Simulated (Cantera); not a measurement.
Input: 1 mol SiC, 0.066 mol N₂O, 330 mol H₂, held at 2.20 mbar.

Points: T (K) = 923, 1023, 1123, 1223, 1323, 1423, 1523, 1623, 1723, 1823, 1923, 2023, 2123, 2223.

Cantera's Mixture.equilibrate('TP', solver="vcs", rtol=1e-11, max_steps=5000) on the NASA tables stopped like this:

```
ERROR: FAILURE its = 5001!

*******************************************************************************
CanteraError thrown by MultiPhase::equilibrate:
VCS solver failed. Return code: -1
*******************************************************************************
```

Q: What got this run through?

A: One answer among several that fit: The failure is numerical, not chemical. The same input converged with solver="gibbs", rtol=1e-10, max_steps=50000, and the result passed a check of the equilibrium conditions:
```
log10 of partial pressures in bar; condensed amounts in mol
       T/K        H2         H        Si C2H2,acet     C(gr)    SiC(b) Si2N2O(s)
       923    -2.658   -10.940   -21.324   -12.795         0     0.868   0.06599
      1023    -2.658    -9.712   -18.549   -11.336   0.07516    0.8696    0.0652
      1123    -2.658    -8.700   -16.183   -10.315   0.02567    0.9246   0.03769
      1223    -2.658    -7.851   -13.469   -10.936         0     0.955   0.02221
      1323    -2.658    -7.129   -11.083   -11.634         0    0.9638  0.006238
      1423    -2.658    -6.507    -9.662   -10.980         0    0.9669         0
      1523    -2.658    -5.965    -8.512   -10.249         0    0.9665         0
      1623    -2.658    -5.490    -7.529    -9.559         0    0.9639         0
      1723    -2.659    -5.069    -6.781    -8.711         0    0.9517         0
      1823    -2.662    -4.694    -6.345    -7.502         0    0.9202         0
      1923    -2.667    -4.359    -5.925    -6.482         0     0.801         0
      2023    -2.677    -4.060    -5.426    -5.813         0    0.3466         0
      2123    -2.693    -3.792    -5.239    -5.615         0         0         0
      2223    -2.719    -3.553    -5.237    -5.622         0         0         0
```

The gas is ideal and each condensed phase is pure. Mutual solubility and eutectic melting of coexisting phases are not modelled.
